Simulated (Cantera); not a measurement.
An adiabatic, constant-pressure homogeneous reactor starts with H2 : O2 : N2 = 1 : 0.357 : 1.39 (molar parts), at 1573 K and 4.40 bar. Integrator tolerance rtol = 1e-08.

Detailed kinetics in Cantera: GRI-Mech 3.0 (53 species, 325 reactions). The hydrogen kinetics of GRI-Mech 3.0 are dated; newer H2 mechanisms differ, most at raised pressure. Above 3000 K some thermodynamic fits are extrapolated.

What does this change do: H2 1 to 2.8 parts?


```tsv
quantity	before	after
time of steepest temperature rise	2.52 µs	3.35 µs
temperature at 2.00 s	3004 K	2606 K
equilibrium temperature	3004 K	2606 K
x(H2) at 2.00 s	0.123 (gas-phase equilibrium 0.123)	0.488 (gas-phase equilibrium 0.488)
x(O2) at 2.00 s	0.00212 (gas-phase equilibrium 0.00212)	2.59e-6 (gas-phase equilibrium 2.59e-6)
x(N2O) at 2.00 s	4.10e-7 (gas-phase equilibrium 4.10e-7)	4.73e-9 (gas-phase equilibrium 4.73e-9)
x(NO) at 2.00 s	0.00408 (gas-phase equilibrium 0.00408)	6.27e-5 (gas-phase equilibrium 6.27e-5)
x(HO2) at 2.00 s	3.17e-6 (gas-phase equilibrium 3.17e-6)	7.28e-9 (gas-phase equilibrium 7.28e-9)
```

What does this change do: constant volume in place of constant pressure?


```csv
quantity,before,after
time of steepest temperature rise,2.52 µs,2.48 µs
temperature at 2.00 s,3004 K,3175 K
equilibrium temperature,3004 K,3175 K
x(H2) at 2.00 s,0.123 (gas-phase equilibrium 0.123),0.126 (gas-phase equilibrium 0.126)
x(O2) at 2.00 s,0.00212 (gas-phase equilibrium 0.00212),0.00295 (gas-phase equilibrium 0.00295)
x(N2O) at 2.00 s,4.10e-7 (gas-phase equilibrium 4.10e-7),7.95e-7 (gas-phase equilibrium 7.95e-7)
x(NO) at 2.00 s,0.00408 (gas-phase equilibrium 0.00408),0.00583 (gas-phase equilibrium 0.00583)
x(HO2) at 2.00 s,3.17e-6 (gas-phase equilibrium 3.17e-6),6.17e-6 (gas-phase equilibrium 6.17e-6)
```
